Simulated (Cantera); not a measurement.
Charge: 1 mol Si(CH₃)₄, 1.1 mol HCl, 1.5 mol H₂, at 1.00 bar.

These are equilibrium values from Cantera (NASA tables, ideal gas, pure condensed phases), not measurements of a reactor. Candidate condensed phases: C, C₆H₆, C₇H₈, C₈H₁₈, Si, SiC; 109 gas species. The tables' values for SiCl₃ are old estimates; treat these amounts as uncertain. The numbers say what is thermodynamically allowed, not how fast it happens.

x: gas mole fraction; n: condensed amount in mol.

| T (°C) | x H₂ | x CH₄ | x HCl | x SiCl₄ | n C(graphite) | n SiC(s) |
|---|---|---|---|---|---|---|
| 677 | 0.820 | 0.113 | 0.0395 | 0.0248 | 2.35 | 0.795 |
| 702 | 0.840 | 0.0887 | 0.0462 | 0.0223 | 2.50 | 0.809 |
| 727 | 0.855 | … | … | … | 2.63 | 0.825 |
| 752 | 0.865 | 0.0550 | 0.0604 | 0.0176 | 2.72 | 0.841 |
| 777 | 0.871 | 0.0435 | 0.0678 | 0.0154 | 2.79 | 0.858 |
| 802 | 0.875 | 0.0345 | 0.0752 | 0.0132 | 2.84 | 0.875 |
| 827 | 0.877 | 0.0276 | 0.0825 | 0.0112 | 2.88 | 0.891 |
| 852 | 0.877 | … | 0.0894 | … | 2.91 | 0.907 |
| 877 | 0.877 | 0.0180 | 0.0959 | 0.00766 | 2.93 | 0.922 |
| 902 | 0.876 | 0.0147 | 0.102 | 0.00615 | 2.94 | 0.936 |
| 927 | 0.875 | 0.0121 | 0.107 | 0.00484 | 2.95 | 0.948 |

Q: What belongs in the gaps?

A: 
- 852, x CH₄: 0.0222
- 852, x SiCl₄: 0.00937
- 727, x CH₄: 0.0698
- 727, x HCl: 0.0532
- 727, x SiCl₄: 0.0199
